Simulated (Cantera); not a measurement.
A closed system holds: 1 mol SiCl₄, 0.35 mol C₂H₄, 180 mol H₂, held at 563 Torr.

Method: chemical equilibrium by Gibbs-energy minimisation in Cantera with the NASA 1993 tables (ideal gas, pure condensed phases). Candidate condensed phases: C, C₆H₆, C₇H₈, C₈H₁₈, Si, SiC; 109 gas species. Mutual solubility and eutectic melting of coexisting phases are not modelled. Gases not in the tables: Si₂H₆ and higher silanes. The numbers say what is thermodynamically allowed, not how fast it happens.

What share of the Si ends up in condensed phases as a function of T (K), at 1450, 1600, 1750, 1900, 2050, 2200, 2350?


```tsv
T (K)	Si condensed (%)	as
1450	75.5	Si(s) + SiC(s)
1600	75.1	Si(s) + SiC(s)
1750	75.9	Si(l) + SiC(s)
1900	78.3	Si(l) + SiC(s)
2050	76.7	Si(l) + SiC(s)
2200	67.7	SiC(s)
2350	51.5	SiC(s)
```
